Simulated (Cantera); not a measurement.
Equilibrium for thermal oxidation and active oxidation of silicon: Si + H2O + H2

Feed: 1 mol Si, 0.0026 mol H2O, 47 mol H2, at 0.00250 bar.

These are equilibrium values from Cantera (NASA tables, ideal gas, pure condensed phases), not measurements of a reactor. Candidate condensed phases: H2O, Si, SiO2; 18 gas species. Mutual solubility and eutectic melting of coexisting phases are not modelled. Gases not in the tables: Si2H6 and higher silanes. Equilibrium is a limit: real reactors are often held back by kinetics, nucleation or transport.

At 827 °C the condensed part is Si(s) + SiO2(β-quartz). From 977 °C to 1277 °C the condensed part is Si(s). From 1427 °C to 1727 °C the condensed part is Si(l). At 1877 °C nothing is condensed. The main Si-bearing gas is SiO at 827 °C and Si at 1877 °C. The share of Si in condensed phases is highest at 827 °C (100.0 %) and lowest at 1877 °C (0.0 %).

```csv
T (°C),log p H2,log p H,log p Si,log p SiH,log p Si2,log p SiH2,log p SiO,log p Si3,n Si(s),n SiO2(β-quartz),n Si(l)
827,-2.60,-8.89,-13.63,-13.45,<-14,-11.48,-7.64,<-14,0.998,0.00108,0
977,-2.60,-7.62,-11.08,-11.34,<-14,-10.11,-6.86,<-14,0.997,0,0
1127,-2.60,-6.61,-9.08,-9.69,-12.31,-9.03,-6.86,-13.15,0.997,0,0
1277,-2.60,-5.80,-7.48,-8.36,-10.22,-8.16,-6.86,-10.92,0.997,0,0
1427,-2.60,-5.13,-6.17,-7.28,-8.53,-7.45,-6.86,-9.13,0,0,0.983
1577,-2.61,-4.57,-5.19,-6.50,-7.35,-6.98,-6.86,-7.98,0,0,0.865
1727,-2.62,-4.10,-4.36,-5.84,-6.35,-6.60,-6.87,-7.01,0,0,0.0940
1877,-2.65,-3.70,-4.32,-5.95,-6.82,-6.94,-6.89,-8.19,0,0,0
```
log p: log10 of the partial pressure in bar; n: condensed amount in mol.
